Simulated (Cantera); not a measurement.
Gas mixture: 100 % CH3OH, at 3.45 atm, frozen composition.

Cantera's kinetic-theory transport with the Lennard-Jones parameters of GRI-Mech 3.0, ideal gas; thermal conductivity in the multicomponent form. Polar gases are described roughly by these parameters. The composition is frozen, though it would react at the higher temperatures.

One state of this run: ρ (kg/m³) = 1.35; cp (J/kg/K) = 2798; μ (µPa s) = 31.3; λ (mW/m/K) = 117; Pr = 0.751; D (cm²/s) NO = 0.384; D (cm²/s) CO2 = 0.302; D (cm²/s) C2H2 = 0.321. D: mixture-averaged diffusion coefficient of that species in the mixture.

Problem. Which value of T (K) does it belong to?
(A) 1600
(B) 400
(C) 800
(D) 1000

Solution. D, 1000
